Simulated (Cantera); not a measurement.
A freely propagating, adiabatic, planar premixed flame of H2 : O2 : N2 : H2O = 1 : 0.333 : 1.63 : 0.0053 (molar parts), unburnt at 500 K and 660000 Pa; mixture-averaged transport, grid criteria slope 0.08 and curve 0.16, no radiation.

Detailed kinetics in Cantera: the H2/O2 subset of GRI-Mech 3.0, which has no nitrogen chemistry. The hydrogen kinetics of GRI-Mech 3.0 are dated; newer H2 mechanisms differ, most at raised pressure. Burning velocities carry a grid error of a few per cent, more on coarse grids.

x: mole fraction of selected species; z is measured from the peak of heat release.

```json
[
 {"z (mm)": "-0.116", "T (K)": "500", "u (m/s)": "4.69", "x H2": "0.337", "x O2": "0.112", "x H2O": "0.00179", "x H": "<1e-8", "x HO2": "<1e-8", "x H2O2": "<1e-8"},
 {"z (mm)": "-0.0773", "T (K)": "500", "u (m/s)": "4.69", "x H2": "0.337", "x O2": "0.112", "x H2O": "0.00179", "x H": "<1e-8", "x HO2": "<1e-8", "x H2O2": "<1e-8"},
 {"z (mm)": "-0.0580", "T (K)": "500", "u (m/s)": "4.69", "x H2": "0.336", "x O2": "0.112", "x H2O": "0.00179", "x H": "<1e-8", "x HO2": "1.36e-7", "x H2O2": "<1e-8"},
 {"z (mm)": "-0.0387", "T (K)": "502", "u (m/s)": "4.69", "x H2": "0.334", "x O2": "0.113", "x H2O": "0.00183", "x H": "<1e-8", "x HO2": "3.68e-6", "x H2O2": "___"},
 {"z (mm)": "-0.0193", "T (K)": "575", "u (m/s)": "5.24", "x H2": "0.315", "x O2": "0.114", "x H2O": "0.00543", "x H": "3.25e-5", "x HO2": "0.000545", "x H2O2": "___"},
 {"z (mm)": "-0.00967", "T (K)": "876", "u (m/s)": "7.73", "x H2": "0.274", "x O2": "0.105", "x H2O": "0.0347", "x H": "0.00216", "x HO2": "0.000867", "x H2O2": "___"},
 {"z (mm)": "0", "T (K)": "1285", "u (m/s)": "11.1", "x H2": "0.214", "x O2": "0.0767", "x H2O": "0.0986", "x H": "0.0125", "x HO2": "0.000398", "x H2O2": "___"},
 {"z (mm)": "0.00967", "T (K)": "1582", "u (m/s)": "13.5", "x H2": "0.159", "x O2": "0.0406", "x H2O": "0.168", "x H": "0.0255", "x HO2": "0.000181", "x H2O2": "___"},
 {"z (mm)": "0.0193", "T (K)": "1748", "u (m/s)": "14.9", "x H2": "0.129", "x O2": "0.0177", "x H2O": "0.210", "x H": "0.0320", "x HO2": "7.45e-5", "x H2O2": "___"},
 {"z (mm)": "0.0387", "T (K)": "1894", "u (m/s)": "16.0", "x H2": "0.113", "x O2": "0.00373", "x H2O": "0.237", "x H": "0.0307", "x HO2": "1.50e-5", "x H2O2": "___"},
 {"z (mm)": "0.0773", "T (K)": "2004", "u (m/s)": "16.9", "x H2": "0.113", "x O2": "0.000822", "x H2O": "0.246", "x H": "0.0222", "x HO2": "3.59e-6", "x H2O2": "___"},
 {"z (mm)": "0.155", "T (K)": "2086", "u (m/s)": "17.4", "x H2": "0.117", "x O2": "0.000307", "x H2O": "0.250", "x H": "0.0139", "x HO2": "1.43e-6", "x H2O2": "___"},
 {"z (mm)": "0.309", "T (K)": "2139", "u (m/s)": "17.8", "x H2": "0.119", "x O2": "0.000107", "x H2O": "0.253", "x H": "0.00800", "x HO2": "5.05e-7", "x H2O2": "___"}
]
```

### Question
Fill in the missing entries.

### Answer

- -0.0387, x H2O2: 2.14e-7
- -0.0193, x H2O2: 3.24e-5
- -0.00967, x H2O2: 9.76e-5
- 0, x H2O2: 3.62e-5
- 0.00967, x H2O2: 5.16e-6
- 0.0193, x H2O2: 2.55e-6
- 0.0387, x H2O2: 1.28e-6
- 0.0773, x H2O2: 6.27e-7
- 0.155, x H2O2: 3.09e-7
- 0.309, x H2O2: 1.40e-7
